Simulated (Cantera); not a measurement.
Standard-state values (1 bar) from the NASA 1993 polynomials, evaluated with Cantera. Values are per mole of reaction as written; species without (g) are pure solids or liquids, kept so even where they would boil at 1 bar.

Al(g) + 3 Cl(g) ⇌ AlCl₃

```
T (K)    ΔH° (kJ)   ΔS° (J/K)    ΔG° (kJ)     log10 K  condensed phases
-----  ----------  ----------  ----------  ----------  ----------------
350    (withheld)  (withheld)  (withheld)  (withheld)          AlCl₃(s)
375    (withheld)  (withheld)  (withheld)  (withheld)          AlCl₃(s)
400       -1398.4      -548.6     -1179.0      153.96          AlCl₃(s)
425       -1398.1      -547.8     -1165.3      143.22          AlCl₃(s)
450    (withheld)  (withheld)  (withheld)  (withheld)          AlCl₃(s)
475       -1361.8      -469.7     -1138.7      125.21          AlCl₃(l)
500       -1360.9      -467.9     -1126.9      117.73          AlCl₃(l)
525       -1360.0      -466.1     -1115.3      110.96          AlCl₃(l)
550       -1359.1      -464.4     -1103.6      104.81          AlCl₃(l)
575       -1358.2      -462.8     -1092.0       99.20          AlCl₃(l)
```

Q: What belongs in the gaps?

A: 
- 350, ΔH° (kJ): -1398.9
- 350, ΔS° (J/K): -549.9
- 350, ΔG° (kJ): -1206.5
- 350, log10 K: 180.05
- 375, ΔH° (kJ): -1398.7
- 375, ΔS° (J/K): -549.2
- 375, ΔG° (kJ): -1192.7
- 375, log10 K: 166.13
- 450, ΔH° (kJ): -1397.7
- 450, ΔS° (J/K): -546.9
- 450, ΔG° (kJ): -1151.6
- 450, log10 K: 133.67
